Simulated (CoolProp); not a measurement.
Computed with CoolProp (reference Helmholtz-energy equation of state, Eisenbach 2021).

Task: For propylene glycol, give the phase and the density (kg/m³), cp (kJ/(kg K)), cv (kJ/(kg K)), isothermal compressibility (1/MPa) at 524 K and 0.663 MPa.

Result: 
- 524 K and 0.663 MPa: liquid; density 822, cp 3.73, cv 3.04, isothermal compressibility 0.00217
